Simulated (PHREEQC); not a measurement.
PHREEQC input (ion-association model, wateq4f.dat):

```
SOLUTION_MASTER_SPECIES
  An  An-  0  An  62.0  # stands for a non-complexing anion
SOLUTION_SPECIES
  An- = An-
    -log_k 0
    -gamma 3.0 0
PHASES
  Fix_H+
    H+ = H+
    -log_k 0
SOLUTION 1
  temp 25
  units mmol/kgw
  pH 7 charge
  Cl 1.64
  Pb 0.82
  Na 1
  An 1
END
SELECTED_OUTPUT 1
  -reset false
  -pH true
  -pe true
  -ionic_strength true
  -water true
  -totals Cl Na Pb
  -molalities Hfo_wOH Hfo_wOH2+ Hfo_wO- Hfo_sOH Hfo_sOH2+ Hfo_sO- Hfo_sOPb+ Hfo_wOPb+
  -saturation_indices Litharge Cotunnite Laurionite Halite
USER_PUNCH 1
  -headings sigma psi
  10 PUNCH EDL("sigma", "Hfo"), EDL("psi", "Hfo")
PRINT
  -reset false
USE solution 1
SURFACE 1
  Hfo_wOH 0.00269663 600 1.2
  Hfo_sOH 6.74157e-05
EQUILIBRIUM_PHASES 1
  Fix_H+ -3 HAn 10
    -force_equality true
  O2(g) -0.68 10
END
# ... the last block is repeated for the other 16 points of pH, with NaOH or the acid as the point needs
```

Selected output (columns that matter, 15 of 17 rows; pH added in front):

```
pH	mu	Na	Pb	m_Hfo_wOH	m_Hfo_wOH2+	m_Hfo_wO-	m_Hfo_sOH	m_Hfo_sOH2+	m_Hfo_sO-	si_Litharge	si_Cotunnite	si_Halite	sigma	psi
3	0.0054748	0.001	0.00078603	0.00052554	0.0021681	2.9184e-06	6.5415e-06	2.6986e-05	3.6326e-08	-9.9816	-4.1501	-7.4452	0.29833	0.21737
3.38	0.0045981	0.001	0.0007636	0.00087746	0.0018088	9.7511e-06	3.7738e-06	7.7796e-06	4.1938e-08	-9.2242	-4.1472	-7.4399	0.24971	0.21271
3.75	0.0041322	0.001	0.00075303	0.0012098	0.0014613	2.2945e-05	1.3532e-06	1.6345e-06	2.5664e-08	-8.4845	-4.1444	-7.4369	0.20196	0.20456
4.12	0.0038302	0.001	0.00074224	0.0014904	0.001151	4.4208e-05	4.0101e-07	3.097e-07	1.1895e-08	-7.7469	-4.1446	-7.4348	0.15879	0.19416
4.88	0.0030902	0.001	0.00059762	0.0018222	0.00059068	0.00012877	3.5373e-08	1.1467e-08	2.4998e-09	-6.311	-4.2198	-7.4276	0.091708	0.17151
5.25	0.0027348	0.0012741	0.00040816	0.0017933	0.00034591	0.00021298	1.5674e-08	3.0233e-09	1.8614e-09	-5.7319	-4.373	-7.3171	0.07301	0.16296
5.62	0.0026065	0.0017518	0.00021631	0.0016415	0.00018478	0.00033406	9.2156e-09	1.0374e-09	1.8755e-09	-5.2673	-4.6423	-7.1753	0.060899	0.15491
6	0.0025327	0.0021053	8.4922e-05	0.0014539	0.00010249	0.00047252	6.5566e-09	4.6217e-10	2.1309e-09	-4.9161	-5.0471	-7.0931	0.048922	0.14445
6.38	0.0025241	0.0023153	2.4982e-05	0.0013143	6.7387e-05	0.00058726	5.4389e-09	2.7886e-10	2.4302e-09	-4.6967	-5.586	-7.0509	0.036873	0.13015
6.75	0.0025464	0.0024299	6.3495e-06	0.0012306	5.1944e-05	0.00066783	4.9652e-09	2.0959e-10	2.6946e-09	-4.5727	-6.2017	-7.0299	0.026501	0.11326
7.12	0.0025729	0.0025006	1.5356e-06	0.0011763	4.3688e-05	0.00072554	4.7158e-09	1.7515e-10	2.9087e-09	-4.4947	-6.8639	-7.0176	0.018306	0.094658
7.88	0.0026129	0.0025848	1.0599e-07	0.0011094	3.5272e-05	0.00079939	4.4392e-09	1.4114e-10	3.1987e-09	-4.401	-8.2905	-7.0036	0.0074712	0.053694
8.25	0.0026264	0.0026109	3.6789e-08	0.0010889	3.3037e-05	0.00082213	4.3565e-09	1.3218e-10	3.2894e-09	-4.3725	-9.0021	-6.9993	0.0041335	0.033007
8.62	0.002639	0.0026336	1.5189e-08	0.0010721	3.1323e-05	0.0008406	4.2893e-09	1.2532e-10	3.3632e-09	-4.3494	-9.7191	-6.9957	0.0014311	0.01209
9	0.0026547	0.0026589	7.3166e-09	0.0010561	2.9777e-05	0.00085811	4.2254e-09	1.1913e-10	3.4332e-09	-4.3274	-10.457	-6.9917	-0.001121	-0.0094748
```

The oxide is taken as insoluble; below pH 4 it would dissolve.
